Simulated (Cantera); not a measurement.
Charge: 1 mol SiHCl3, 0.39 mol N2, a varied amount of H2, equilibrated at 1548.15 K and 0.0600 Torr.

Cantera equilibrium calculation (NASA polynomials, part measured and part estimated; ideal gas, pure solids and liquids). Candidate condensed phases: NH4Cl, Si, Si3N4; 28 gas species. The tables' values for SiCl, SiCl3 are old estimates; treat these amounts as uncertain. Equilibrium is a limit: real reactors are often held back by kinetics, nucleation or transport.

Q: At 12 mol H2, list the 6 most abundant gas species with their mole fractions, and the condensed phases.

A: H2 0.811, HCl 0.109, SiCl2 0.0490, N2 0.0270, H 0.00310, Si 0.000398. Condensed: Si(s).
